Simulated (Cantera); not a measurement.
Charge: 1 mol V2O3, a varied amount of H2, 35 mol N2, equilibrated at 848.15 K and 3.23 Torr.

Cantera equilibrium calculation (NASA polynomials, part measured and part estimated; ideal gas, pure solids and liquids). Candidate condensed phases: H2O, V, VN, VO, V2O3, V2O4, V2O5; 28 gas species. VN: taken at fixed stoichiometry. Condensed phases not in the tables: the oxides between V2O3 and V2O5 other than VO2, V2N. Kinetics and transport are ignored.

Task: At 96 mol H2, list the 3 most abundant gas species with their mole fractions, and the condensed phases.

Result: H2 0.732, N2 0.267, H2O 0.000462. Condensed: VN(s) + V2O3(s).
